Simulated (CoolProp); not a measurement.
A closed Brayton cycle with dry air: compressor inlet 329.15 K and 1.6 MPa, high pressure 3.22 MPa, turbine inlet 725 K, compressor efficiency 0.89, turbine efficiency 0.93, recuperator effectiveness 0.9 (on enthalpy, no pinch check). Each further row changes one setting.

The numbers come from the reference Helmholtz-energy equation of state, Lemmon 2000 in CoolProp. It is a pseudo-pure fit of the blend.

```tsv
case	thermal efficiency (%)	net work (kJ/kg)	compressor to turbine work	compressor exit (K)	turbine exit (K)
as stated	___	42.0	0.66	411.1	609.1
turbine inlet 675 K	25.0	___	___	411.1	566.0
compressor inlet 339.15 K	27.2	___	___	423.4	609.1
high pressure 2.74 MPa	___	35.9	0.63	390.7	___
recuperator effectiveness 0.5	___	42.0	0.66	411.1	609.1
```

Task: Some entries are withheld; supply them.

Result: 
- as stated, thermal efficiency (%): 28.7
- turbine inlet 675 K, net work (kJ/kg): 33.3
- turbine inlet 675 K, compressor to turbine work: 0.71
- compressor inlet 339.15 K, net work (kJ/kg): 39.4
- compressor inlet 339.15 K, compressor to turbine work: 0.68
- high pressure 2.74 MPa, thermal efficiency (%): 28.8
- high pressure 2.74 MPa, turbine exit (K): 634.2
- recuperator effectiveness 0.5, thermal efficiency (%): 18.3
